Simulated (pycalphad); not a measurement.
All values are pycalphad results on the COST 507 light-alloy database (1999) (1 atm), not direct measurements. The data set is of 1999 and partly superseded. Phase fractions are per mole of atoms.

**Question.** Give the equilibrium state of Si-69.8Al (at.%) at 850 K.

**Answer.** 
```
T = 850.00 K, P = 101325 Pa, N = 1 mol of atoms
G = -30213 J/mol, H = 15184 J/mol, S = 53.41 J/(mol K)  (SER reference)
chemical potentials (J/mol): Si -23592, Al -33077
phase             fraction      x(Si)      x(Al)
FCC_A1              0.7085     0.0149     0.9851
DIAMOND_A4          0.2915     1.0000   8.94e-07
```

**Question.** Give the equilibrium state of Si-69.8Al (at.%) at 950 K.

**Answer.** LIQUID, fraction 0.857, with 81.5 Al at.%; DIAMOND_A4, fraction 0.143, with <0.01 Al at.%.

FCC_A1 is fcc; DIAMOND_A4 is diamond (Si).
